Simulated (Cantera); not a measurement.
A closed system holds: 1 mol Fe3O4, 4.6 mol CH4, 0.043 mol CO, at 27000 Pa.

These are equilibrium values from Cantera (NASA tables, ideal gas, pure condensed phases), not measurements of a reactor. Candidate condensed phases: C, C6H6, C7H8, C8H18, Fe, Fe(CO)5, FeO, Fe(OH)2, Fe(OH)3, Fe2O3, Fe3O4, H2O; 114 gas species. Iron dissolves carbon and melts from about 1420 K in contact with it, which pure phases cannot show. Condensed phases not in the tables: cementite and carbon dissolved in iron. Kinetics and transport are ignored.

What share of the Fe ends up in condensed phases as a function of T (°C), at 675, 825, 975, 1125, 1275, 1425, 1575, 1725, 1875, 2025, 2175, 2325?


| T (°C) | Fe condensed (%) | as |
|---|---|---|
| 675 | 100.0 | Fe(α) |
| 825 | 100.0 | Fe(α) |
| 975 | 100.0 | Fe(γ) |
| 1125 | 100.0 | Fe(γ) |
| 1275 | 100.0 | Fe(γ) |
| 1425 | 100.0 | Fe(δ) |
| 1575 | 99.9 | Fe(l) |
| 1725 | 99.4 | Fe(l) |
| 1875 | 97.2 | Fe(l) |
| 2025 | 89.0 | Fe(l) |
| 2175 | 62.0 | Fe(l) |
| 2325 | 0.0 | - |
